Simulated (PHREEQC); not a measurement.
Consider water at 25 °C with 0.014 mol/kgw NH4Cl, 1.5 mol/kgw KOH and 0.0044 mol/kgw KCl. Closed to the air; pH follows from the charge balance.

The numbers come from PHREEQC with the ion-association model, phreeqc.dat.

Each row changes one thing in this solution. No solid was allowed to form.

```json
[
 {"case": "as made", "pH": "13.93", "SI of Sylvite (KCl)": "-2.92"},
 {"case": "KCl replaced by CaCl2 at the same molality", "pH": "13.93", "SI of Sylvite (KCl)": "-2.83"},
 {"case": "temperature from 25 to 80 °C", "pH": "12.50", "SI of Sylvite (KCl)": "-3.21"},
 {"case": "KOH left out", "pH": "5.61", "SI of Sylvite (KCl)": "-5.11"},
 {"case": "temperature from 25 to 35 °C", "pH": "13.61", "SI of Sylvite (KCl)": "-2.98"},
 {"case": "NH4Cl left out", "pH": "13.93", "SI of Sylvite (KCl)": "-3.54"},
 {"case": "0.02 mol/kgw NaF added", "pH": "13.93", "SI of Sylvite (KCl)": "-2.92"},
 {"case": "KOH from 1.5 to 0.15 mol/kgw", "pH": "12.99", "SI of Sylvite (KCl)": "-3.72"}
]
```

The ionic strength passes 0.7 mol/kgw, the rough limit of the ion-association models, in as made; KCl replaced by CaCl2 at the same molality; temperature from 25 to 80 °C; temperature from 25 to 35 °C; NH4Cl left out; 0.02 mol/kgw NaF added. Species that the database lacks are ignored. At this temperature some constants are extrapolated from 25 °C, and those without enthalpy data are left unchanged.
